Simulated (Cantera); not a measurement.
**Reactions in the system Cu-H-O**

Standard-state values (1 bar) from the NASA 1993 polynomials, evaluated with Cantera. Values are per mole of reaction as written; species without (g) are pure solids or liquids, kept so even where they would boil at 1 bar.

H2O2(g) + Cu ⇌ Cu(OH)2

```csv
T (K),ΔH° (kJ),ΔS° (J/K),ΔG° (kJ),log10 K,condensed phases
300,-314.0,-159.1,-266.3,46.36,"Cu(s), Cu(OH)2(s)"
1123,-290.6,-121.8,-153.9,7.16,"Cu(s), Cu(OH)2(s)"
1148,-289.9,-121.2,-150.8,6.86,"Cu(s), Cu(OH)2(s)"
1173,-289.3,-120.6,-147.8,6.58,"Cu(s), Cu(OH)2(s)"
1198,-288.6,-120.1,-144.8,6.31,"Cu(s), Cu(OH)2(s)"
1223,-288.0,-119.5,-141.8,6.06,"Cu(s), Cu(OH)2(s)"
1248,-287.4,-119.1,-138.8,5.81,"Cu(s), Cu(OH)2(s)"
1273,-286.8,-118.6,-135.9,5.57,"Cu(s), Cu(OH)2(s)"
1298,-286.2,-118.1,-132.9,5.35,"Cu(s), Cu(OH)2(s)"
1323,-285.7,-117.7,-130.0,5.13,"Cu(s), Cu(OH)2(s)"
1348,-285.1,-117.3,-127.0,4.92,"Cu(s), Cu(OH)2(s)"
1373,-297.7,-126.6,-123.9,4.72,"Cu(l), Cu(OH)2(s)"
```
